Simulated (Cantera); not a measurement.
# Thermodynamics of silicon epitaxy and polysilicon growth, feed SiH₂Cl₂ + H₂

A closed system holds: 1 mol SiH₂Cl₂, 17 mol H₂, held at 930 Pa.

These are equilibrium values from Cantera (NASA tables, ideal gas, pure condensed phases), not measurements of a reactor. Candidate condensed phases: Si; 19 gas species. The tables' values for SiCl₃, SiCl are old estimates; treat these amounts as uncertain. Kinetics and transport are ignored.

```json
[
 {"T (K)": "800", "x H₂": "0.969", "x HCl": "0.00310", "x SiCl₄": "0.0216", "x SiCl₂": "1.02e-5", "n Si(s)": "0.485"},
 {"T (K)": "875", "x H₂": "0.966", "x HCl": "0.00765", "x SiCl₄": "0.0206", "x SiCl₂": "7.72e-5", "n Si(s)": "0.506"},
 {"T (K)": "950", "x H₂": "0.959", "x HCl": "0.0160", "x SiCl₄": "0.0185", "x SiCl₂": "0.000408", "n Si(s)": "0.543"},
 {"T (K)": "1025", "x H₂": "0.949", "x HCl": "0.0290", "x SiCl₄": "0.0148", "x SiCl₂": "0.00158", "n Si(s)": "0.595"},
 {"T (K)": "1100", "x H₂": "0.936", "x HCl": "0.0452", "x SiCl₄": "0.00958", "x SiCl₂": "0.00445", "n Si(s)": "0.647"},
 {"T (K)": "1175", "x H₂": "0.923", "x HCl": "0.0601", "x SiCl₄": "0.00432", "x SiCl₂": "0.00892", "n Si(s)": "0.682"},
 {"T (K)": "1250", "x H₂": "0.916", "x HCl": "0.0682", "x SiCl₄": "0.00131", "x SiCl₂": "0.0128", "n Si(s)": "0.691"},
 {"T (K)": "1325", "x H₂": "0.913", "x HCl": "0.0706", "x SiCl₄": "0.000332", "x SiCl₂": "0.0149", "n Si(s)": "0.687"},
 {"T (K)": "1400", "x H₂": "0.912", "x HCl": "0.0707", "x SiCl₄": "8.64e-5", "x SiCl₂": "0.0162", "n Si(s)": "0.679"},
 {"T (K)": "1475", "x H₂": "0.912", "x HCl": "0.0701", "x SiCl₄": "2.49e-5", "x SiCl₂": "0.0170", "n Si(s)": "0.670"},
 {"T (K)": "1550", "x H₂": "0.912", "x HCl": "0.0693", "x SiCl₄": "7.99e-6", "x SiCl₂": "0.0176", "n Si(s)": "0.661"}
]
```
x: gas mole fraction; n: condensed amount in mol.

From 800 K to 1550 K the condensed part is Si(s). The main Si-bearing gas is SiCl₄ at 800 K and SiCl₂ at 1550 K. The share of Si in condensed phases is highest at 1250 K (69.1 %) and lowest at 800 K (48.5 %).
